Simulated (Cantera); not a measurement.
An adiabatic, constant-volume homogeneous reactor starts with 4.51 % CH4, 1.35 % C2H6, 19.7 % O2, 74.4 % N2, equivalence ratio 0.70, at 1150 K and 6000 Torr.

Model: GRI-Mech 3.0 (53 species, 325 reactions), integrated in Cantera.

Task: Predict: time of steepest temperature rise; temperature at 6.00 s; equilibrium temperature; x(O2) at 6.00 s; x(CO) at 6.00 s; x(HCO) at 6.00 s; x(OH) at 6.00 s.

Result: 
```json
{
  "time_of_steepest_temperature_rise": "2.01 ms",
  "temperature at 6.00 s": "2725 K",
  "equilibrium_temperature": "2725 K",
  "x(O2) at 6.00 s": "0.0521 (gas-phase equilibrium 0.0521)",
  "x(CO) at 6.00 s": "0.00706 (gas-phase equilibrium 0.00706)",
  "x(HCO) at 6.00 s": "9.05e-9 (gas-phase equilibrium 9.05e-9)",
  "x(OH) at 6.00 s": "0.0103 (gas-phase equilibrium 0.0103)"
}
```
